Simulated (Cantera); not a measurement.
Charge: 1 mol SiC, 0.012 mol CO₂, 1.8 mol H₂, at 1652 °C and 1.50 bar.

These are equilibrium values from Cantera (NASA tables, ideal gas, pure condensed phases), not measurements of a reactor. Candidate condensed phases: C, C₆H₆, C₇H₈, C₈H₁₈, H₂O, Si, SiC, SiO₂; 123 gas species. Gases not in the tables: Si₂H₆ and higher silanes. The numbers say what is thermodynamically allowed, not how fast it happens.

Base state: H₂ 0.986, CO 0.00980, SiO 0.00334, H 0.000775, CH₄ 0.000115, SiH₂ 1.83e-5, H₂O 1.53e-5, C₂H₂ (acetylene) 1.03e-5 (mole fractions); condensed: SiC(s).

**Question.** What changes in the equilibrium state with this change: temperature from 1652 °C to 1177 °C?

**Answer.** 
```tsv
species	before	after
H₂	0.986	0.990
CO	0.00980	0.00587
CH₄	0.000115	0.00449
SiO	0.00334	1.08e-5
SiH₂	1.83e-5	4.89e-9
H	0.000775	7.68e-6
C₂H₂ (acetylene)	1.03e-5	4.14e-6
SiC(s), mol	0.994	0.993
SiO₂(β-quartz), mol	0	0.00668
```
Mutual solubility and eutectic melting of coexisting phases are not modelled. The tables hold silica as quartz up to 1696 K and as liquid above; real silica turns to tridymite and cristobalite and melts near 1996 K.
